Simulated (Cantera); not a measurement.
A freely propagating, adiabatic, planar premixed flame of 4.53 % C₃H₈, 22.7 % O₂, 70.2 % N₂, 2.58 % CO₂, unburnt at 325 K and 500000 Pa; mixture-averaged transport, grid criteria slope 0.08 and curve 0.16, no radiation.

Cantera simulation using GRI-Mech 3.0 (53 species, 325 reactions); the numbers are that mechanism's predictions, not measurements. GRI-Mech 3.0 was tuned for natural gas; its chemistry of propane as a main component is partial and can be far from experiment. Burning velocities carry a grid error of a few per cent, more on coarse grids.

x: mole fraction of selected species; z is measured from the peak of heat release.

```csv
z (mm),T (K),u (m/s),x C₃H₈,x O₂,x CO₂,x CH₃,x H,x NO
-0.239,325,0.440,0.0453,0.226,0.0258,<1e-8,<1e-8,<1e-8
-0.159,326,0.441,0.0452,0.226,0.0258,<1e-8,<1e-8,<1e-8
-0.120,330,0.448,0.0452,0.225,0.0258,<1e-8,<1e-8,<1e-8
-0.0797,…,0.522,0.0447,0.220,0.0259,2.51e-8,<1e-8,6.72e-8
-0.0398,…,1.16,0.0345,0.174,0.0313,7.06e-5,4.19e-6,2.06e-6
-0.0199,…,1.89,0.0142,0.122,0.0421,0.00107,0.000181,6.50e-6
0,…,2.62,0.000452,0.0683,0.0605,0.00119,0.00188,1.33e-5
0.0199,1982,2.93,2.38e-7,0.0394,0.0809,0.000135,0.00387,2.26e-5
0.0398,2068,3.04,<1e-8,0.0286,0.0957,7.11e-6,0.00428,3.01e-5
0.0797,2166,3.16,<1e-8,0.0215,0.110,2.72e-8,0.00354,3.98e-5
0.159,2265,3.28,<1e-8,0.0165,0.119,<1e-8,0.00221,5.38e-5
0.319,2346,3.38,<1e-8,0.0125,0.127,<1e-8,0.00122,7.57e-5
0.637,2398,3.44,<1e-8,0.00970,0.132,<1e-8,0.000735,0.000110
```

Task: Complete the blanks.

Result: 
- -0.0797, T (K): 382
- -0.0398, T (K): 825
- -0.0199, T (K): 1307
- 0, T (K): 1770
